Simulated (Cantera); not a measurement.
Cantera run:

```python
import numpy as np
import cantera as ct

gas_names = """
    Ca CaF CaF2 CaO Ca2 F FO FO2 F2 F2O O O2 O3
""".split()
cond_names = """
    Ca(a) Ca(b) Ca(L) CaF2(a) CaF2(b) CaF2(L) CaO(s) CaO(L)
""".split()


# ... load() reads the species with a 1 bar reference pressure and builds the phases ...
atoms = {
    'CaO': {'Ca': 1, 'O': 1},
    'F2': {'F': 2},
    'O2': {'O': 2},
}
top_T = {}  # K; cautious upper limits of use, not melting points


# ... equilibrate(T, P, feed) seeds the gas with the atoms and calls Mixture.equilibrate('TP', solver="vcs", rtol=1e-11, max_steps=5000) ...
results = []
feed = {'CaO': 1, 'F2': 1.2, 'O2': 1.4}  # mol
T = 850  # K
P = 100000  # Pa
mix = equilibrate(T, P, feed)
results.append((T, P, feed, dict(zip(mix.species_names, mix.species_moles))))
print(gas.report(threshold=1e-06))
for i in range(1, mix.n_phases):
    print(f"{mix.phase(i).name:16s} {mix.phase_moles(i):12.5e} mol")
```

Output:

```
       temperature   850 K
          pressure   1e+05 Pa
           density   0.45968 kg/m^3
  mean mol. weight   32.487 kg/kmol
   phase of matter   gas

                          1 kg             1 kmol
                     ---------------   ---------------
          enthalpy        5.5616e+05        1.8068e+07  J
   internal energy        3.3861e+05        1.1001e+07  J
           entropy            7405.9         2.406e+05  J/K
    Gibbs function       -5.7389e+06       -1.8644e+08  J
 heat capacity c_p            1053.7             34233  J/K
 heat capacity c_v             797.8             25918  J/K

                      mass frac. Y      mole frac. X     chem. pot. / RT
                     ---------------   ---------------   ---------------
                 F         0.0030472         0.0052107           -14.186
               FO2        0.00025213        0.00016062           -40.431
                F2           0.10796          0.092309           -28.372
               F2O        4.2307e-06        2.5454e-06           -41.495
                O2           0.88873           0.90232           -26.245
     [   +8 minor]        3.0628e-07        2.8431e-07

Ca(b)             0.00000e+00 mol
CaF2(a)           1.00000e+00 mol
CaO(s)            0.00000e+00 mol
```

These are equilibrium values from Cantera (NASA tables, ideal gas, pure condensed phases), not measurements of a reactor.
